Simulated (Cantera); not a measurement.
Cantera run:

```python
import numpy as np
import cantera as ct

gas_names = [...]  # 87 gases of nasa_gas.yaml made of C, H, Si
cond_names = """
    C(gr) C6H6(L) C7H8(L) C8H18(L),n-octa Si(cr) Si(L) SiC(b)
""".split()


# ... load() reads the species with a 1 bar reference pressure and builds the phases ...
atoms = {
    'Si(CH3)4': {'Si': 1, 'C': 4, 'H': 12},
    'H2': {'H': 2},
    'C2H4': {'C': 2, 'H': 4},
}
top_T = {'C(gr)': 4500, 'SiC(b)': 3050}  # K; cautious upper limits of use, not melting points


# ... equilibrate(T, P, feed) seeds the gas with the atoms and calls Mixture.equilibrate('TP', solver="vcs", rtol=1e-11, max_steps=5000) ...
results = []
feed = {'Si(CH3)4': 1, 'H2': 4.3, 'C2H4': 0.85}  # mol
T = 1373  # K
P = 100000  # Pa
mix = equilibrate(T, P, feed)
results.append((T, P, feed, dict(zip(mix.species_names, mix.species_moles))))
x = sorted(zip(gas.X, gas.species_names), reverse=True)
print(f"T = {T:g} K  P = {P:g} Pa  gas = {mix.phase_moles(0):.4g} mol")
print("   x: " + "  ".join(f"{s} {v:.3e}" for v, s in x if v > 1e-06))
print("   condensed (mol): " + ("  ".join(f"{mix.phase(i).name} {mix.phase_moles(i):.4g}"
      for i in range(1, mix.n_phases) if mix.phase_moles(i) > 1e-12) or "none"))
```

It prints:

```
T = 1373 K  P = 100000 Pa  gas = 11.94 mol
   x: H2 9.950e-01  CH4 4.985e-03  H 3.322e-06  C2H4 1.956e-06  C2H2,acetylene 1.720e-06
   condensed (mol): C(gr) 4.64  SiC(b) 1
```

These are equilibrium values from Cantera (NASA tables, ideal gas, pure condensed phases), not measurements of a reactor.
